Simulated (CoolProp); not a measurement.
Vapour-liquid equilibrium of R22 (1) + R113 (2) at 0.586 MPa; x and y are mole fractions of (1).

Computed with CoolProp (multi-fluid Helmholtz-energy mixture model, Kamei 1995 and Marx 1992; pair parameters Bell 2016).

```json
[
 {"x": "0.05", "bubble temperature (°C)": "96.6", "y at the bubble point": "[?]", "dew temperature at overall composition x (°C)": "110.6", "liquid density (mol/L)": "7.492"},
 {"x": "0.125", "bubble temperature (°C)": "75.4", "y at the bubble point": "0.611", "dew temperature at overall composition x (°C)": "106.8", "liquid density (mol/L)": "8.055"},
 {"x": "0.2", "bubble temperature (°C)": "[?]", "y at the bubble point": "0.769", "dew temperature at overall composition x (°C)": "102.9", "liquid density (mol/L)": "8.576"},
 {"x": "0.275", "bubble temperature (°C)": "46.9", "y at the bubble point": "0.853", "dew temperature at overall composition x (°C)": "98.7", "liquid density (mol/L)": "9.066"},
 {"x": "0.35", "bubble temperature (°C)": "37.8", "y at the bubble point": "0.901", "dew temperature at overall composition x (°C)": "94.3", "liquid density (mol/L)": "9.540"},
 {"x": "0.425", "bubble temperature (°C)": "31.0", "y at the bubble point": "0.929", "dew temperature at overall composition x (°C)": "[?]", "liquid density (mol/L)": "10.01"},
 {"x": "0.5", "bubble temperature (°C)": "25.6", "y at the bubble point": "0.947", "dew temperature at overall composition x (°C)": "84.2", "liquid density (mol/L)": "10.49"},
 {"x": "0.575", "bubble temperature (°C)": "21.4", "y at the bubble point": "0.960", "dew temperature at overall composition x (°C)": "78.4", "liquid density (mol/L)": "[?]"},
 {"x": "0.65", "bubble temperature (°C)": "17.8", "y at the bubble point": "0.970", "dew temperature at overall composition x (°C)": "71.9", "liquid density (mol/L)": "11.51"},
 {"x": "0.725", "bubble temperature (°C)": "14.7", "y at the bubble point": "0.978", "dew temperature at overall composition x (°C)": "64.3", "liquid density (mol/L)": "12.07"},
 {"x": "0.8", "bubble temperature (°C)": "12.0", "y at the bubble point": "[?]", "dew temperature at overall composition x (°C)": "55.1", "liquid density (mol/L)": "12.68"},
 {"x": "0.875", "bubble temperature (°C)": "[?]", "y at the bubble point": "0.990", "dew temperature at overall composition x (°C)": "43.0", "liquid density (mol/L)": "13.34"},
 {"x": "0.95", "bubble temperature (°C)": "6.8", "y at the bubble point": "0.996", "dew temperature at overall composition x (°C)": "[?]", "liquid density (mol/L)": "14.08"}
]
```

### Question
What belongs in the gaps?

### Answer

- 0.05, y at the bubble point: 0.311
- 0.2, bubble temperature (°C): 59.1
- 0.425, dew temperature at overall composition x (°C): 89.5
- 0.575, liquid density (mol/L): 10.99
- 0.8, y at the bubble point: 0.984
- 0.875, bubble temperature (°C): 9.4
- 0.95, dew temperature at overall composition x (°C): 24.8

No azeotrope shows between x = 0.05 and 0.95.

The pair parameters rest on a limited set of measurements; away from them the model extrapolates. The gap from Raoult's law changes sign with composition, which may be real or a fault of the pair parameters; it wasn't checked against measurements.
